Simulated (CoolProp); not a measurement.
Properties of octamethylcyclotetrasiloxane (D4) along the isotherm 239.65 °C (Tc = 313.4 °C, pc = 13.47 bar, ω = 0.598).

The numbers come from the reference Helmholtz-energy equation of state, Thol 2015 in CoolProp.

```json
[
 {"p (bar)": "5.61", "phase": "liquid", "density (kg/m³)": "665.5", "isothermal compressibility (1/MPa)": "0.02053"},
 {"p (bar)": "11.2", "phase": "liquid", "density (kg/m³)": "672.7", "isothermal compressibility (1/MPa)": "…"},
 {"p (bar)": "16.8", "phase": "liquid", "density (kg/m³)": "679.1", "isothermal compressibility (1/MPa)": "…"},
 {"p (bar)": "22.5", "phase": "liquid", "density (kg/m³)": "685.0", "isothermal compressibility (1/MPa)": "0.01446"},
 {"p (bar)": "28.1", "phase": "liquid", "density (kg/m³)": "690.3", "isothermal compressibility (1/MPa)": "…"},
 {"p (bar)": "33.7", "phase": "liquid", "density (kg/m³)": "695.3", "isothermal compressibility (1/MPa)": "0.01220"},
 {"p (bar)": "39.3", "phase": "liquid", "density (kg/m³)": "699.9", "isothermal compressibility (1/MPa)": "0.01134"},
 {"p (bar)": "44.9", "phase": "liquid", "density (kg/m³)": "704.2", "isothermal compressibility (1/MPa)": "0.01060"},
 {"p (bar)": "50.5", "phase": "liquid", "density (kg/m³)": "708.2", "isothermal compressibility (1/MPa)": "0.009959"},
 {"p (bar)": "56.1", "phase": "liquid", "density (kg/m³)": "…", "isothermal compressibility (1/MPa)": "0.009399"},
 {"p (bar)": "61.7", "phase": "liquid", "density (kg/m³)": "715.7", "isothermal compressibility (1/MPa)": "0.008903"},
 {"p (bar)": "67.4", "phase": "liquid", "density (kg/m³)": "…", "isothermal compressibility (1/MPa)": "…"}
]
```

Problem. Fill in the missing entries.

Solution. 
- 11.2, isothermal compressibility (1/MPa): 0.01796
- 16.8, isothermal compressibility (1/MPa): 0.01601
- 28.1, isothermal compressibility (1/MPa): 0.01322
- 56.1, density (kg/m³): 712.1
- 67.4, density (kg/m³): 719.3
- 67.4, isothermal compressibility (1/MPa): 0.008454
